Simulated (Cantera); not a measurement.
## Hydrogen reduction and annealing atmospheres: V2O5 + H2

Charge: 1 mol V2O5, a varied amount of H2, held at 2200 K and 0.100 bar.

Cantera equilibrium calculation (NASA polynomials, part measured and part estimated; ideal gas, pure solids and liquids). Candidate condensed phases: H2O, V, VO, V2O3, V2O4, V2O5; 12 gas species. Mutual solubility and eutectic melting of coexisting phases are not modelled. VO: taken at fixed stoichiometry. Condensed phases not in the tables: the oxides between V2O3 and V2O5 other than VO2. Kinetics and transport are ignored.

| n(H2) (mol) | log p H2 | log p H2O | log p H | log p VO2 | n V2O3(s) | n VO(l) |
|---|---|---|---|---|---|---|
| 27 | -1.04 | -2.14 | -2.77 | -3.58 | 0.961 | 0 |
| 36 | -1.04 | -2.16 | -2.77 | -3.59 | 0.380 | 1.14 |
| 47 | -1.04 | -2.22 | -2.77 | -3.65 | 0 | 1.88 |
| 62 | -1.03 | -2.34 | -2.76 | -3.78 | 0 | 1.88 |
| 81 | -1.02 | -2.45 | -2.76 | -3.90 | 0 | 1.87 |
| 110 | -1.02 | -2.58 | -2.76 | -4.04 | 0 | 1.87 |
| 140 | -1.02 | -2.69 | -2.76 | -4.14 | 0 | 1.86 |
| 180 | -1.02 | -2.80 | -2.76 | -4.25 | 0 | 1.85 |
| 240 | -1.01 | -2.92 | -2.76 | -4.38 | 0 | 1.83 |
| 320 | -1.01 | -3.05 | -2.76 | -4.51 | 0 | 1.81 |
log p: log10 of the partial pressure in bar; n: condensed amount in mol.

At 27 mol H2 the condensed part is V2O3(s). At 36 mol H2 the condensed part is VO(l) + V2O3(s). From 47 mol H2 to 320 mol H2 the condensed part is VO(l). The main V-bearing gas is VO2 throughout. The share of V in condensed phases is highest at 27 mol H2 (96.1 %) and lowest at 320 mol H2 (90.3 %).
